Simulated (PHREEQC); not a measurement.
Make-up at 25 °C: 0.0028 mol/kgw CuSO4, 5.3e-05 mol/kgw CuCl2 and 0.29 mol/kgw HCl. Closed to the air; pH follows from the charge balance.

The numbers come from PHREEQC with the ion-association model, wateq4f.dat.

Each row changes one thing in this solution. No solid was allowed to form.

```
case                            pH  ionic strength (mol/kgw)  SO4-2 (mol/kgw)  CuOH+ (mol/kgw)  SI of Chalcanthite (CuSO4:5H2O)  SI of Tenorite (CuO)
---------------------------  -----  ------------------------  ---------------  ---------------  -------------------------------  --------------------
as made                       0.65                     0.295         0.000314         4.27e-11                            -4.66                 -9.50
0.24 mol/kgw CsCl added       0.66                     0.535         0.000376         3.50e-11                            -4.82                 -9.61
0.02 mol/kgw Na2SO4 added     0.68                     0.320          0.00275         4.39e-11                            -3.75                 -9.47
diluted 5-fold with water     1.31                    0.0594         0.000156         6.20e-11                            -5.14                 -8.61
0.43 mol/kgw CsOH added      12.93                     0.435          0.00280         5.43e-11                           -15.98                 +2.86
CuCl2 left out                0.65                     0.295         0.000314         4.19e-11                            -4.66                 -9.51
diluted 100-fold with water   2.56                   0.00300          2.28e-5         8.69e-11                            -6.75                 -7.14
```

Some of these states are supersaturated (in Cu(OH)2, Tenorite (slow to form), for instance). The database's constant for dissolved Cu(OH)2 is higher than later reviews accept.
